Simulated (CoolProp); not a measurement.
Vapour-liquid equilibrium of n-hexane (1) + toluene (2) at 458.3 K; x and y are mole fractions of (1).

The numbers come from the multi-fluid Helmholtz-energy mixture model, Thol 2019 and Lemmon 2006; pair parameters Bell 2016 in CoolProp.

```
x     bubble pressure (MPa)  y at the bubble point  dew pressure at overall composition x (MPa)  liquid density (mol/L)
----  ---------------------  ---------------------  -------------------------------------------  ----------------------
0.05                 0.6275                  0.121                                       0.5932                   7.432
0.15                 0.7312                  0.302                                       0.6422                   7.203
0.25                 0.8253                  0.433                                       0.6987                   6.979
0.35                 0.9124                  0.536                                       0.7638                   6.759
0.45                 0.9946                  0.623                                       0.8389                   6.542
0.55                  1.074                  0.700                                       0.9247                   6.329
0.65                  1.151                  0.770                                        1.021                   6.118
0.75                  1.227                  0.837                                        1.128                   5.911
0.85                  1.303                  0.902                                        1.242                   5.705
0.95                  1.380                  0.967                                        1.360                   5.501
```

No azeotrope shows between x = 0.05 and 0.95.

The pair parameters rest on a limited set of measurements; away from them the model extrapolates.
